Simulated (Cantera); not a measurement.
A freely propagating, adiabatic, planar premixed flame of CH4 : O2 : N2 = 1 : 2.44 : 9.17 (molar parts), equivalence ratio 0.82, unburnt at 500 K and 2.30 bar; mixture-averaged transport, grid criteria slope 0.08 and curve 0.16, no radiation.

Cantera simulation using GRI-Mech 3.0 (53 species, 325 reactions); the numbers are that mechanism's predictions, not measurements. Burning velocities carry a grid error of a few per cent, more on coarse grids.

x: mole fraction of selected species; z is measured from the peak of heat release.

```tsv
z (mm)	T (K)	u (m/s)	x CH4	x O2	x NO2	x CH2O	x CH3	x C2H
-0.653	500	0.553	0.0792	0.193	<1e-8	2.00e-7	<1e-8	<1e-8
-0.436	504	0.558	0.0789	0.193	<1e-8	2.79e-6	8.09e-8	<1e-8
-0.327	515	0.571	0.0781	0.192	(withheld)	(withheld)	(withheld)	<1e-8
-0.218	588	0.655	0.0734	0.186	1.31e-7	0.000141	3.07e-6	<1e-8
-0.109	969	1.09	0.0506	0.154	2.68e-7	0.000931	0.000143	<1e-8
-0.0544	1351	1.53	0.0272	0.116	8.74e-8	0.00111	0.000887	<1e-8
0	1717	1.95	0.00569	0.0744	1.63e-8	0.000533	0.00101	4.99e-8
0.0544	1870	2.11	(withheld)	(withheld)	<1e-8	(withheld)	(withheld)	(withheld)
0.109	1933	2.17	7.68e-6	0.0457	<1e-8	1.80e-6	2.54e-6	<1e-8
0.218	2008	2.25	<1e-8	0.0411	1.25e-8	<1e-8	<1e-8	<1e-8
0.436	2082	2.32	<1e-8	0.0382	1.84e-8	<1e-8	<1e-8	<1e-8
0.871	2134	2.37	<1e-8	0.0364	2.70e-8	<1e-8	<1e-8	<1e-8
1.74	2160	2.39	<1e-8	0.0355	3.38e-8	<1e-8	<1e-8	<1e-8
```

Problem. What belongs in the gaps?

Solution. 
- -0.327, x NO2: 1.86e-8
- -0.327, x CH2O: 1.57e-5
- -0.327, x CH3: 3.49e-7
- 0.0544, x CH4: 0.000281
- 0.0544, x O2: 0.0525
- 0.0544, x CH2O: 5.38e-5
- 0.0544, x CH3: 8.13e-5
- 0.0544, x C2H: 1.87e-8
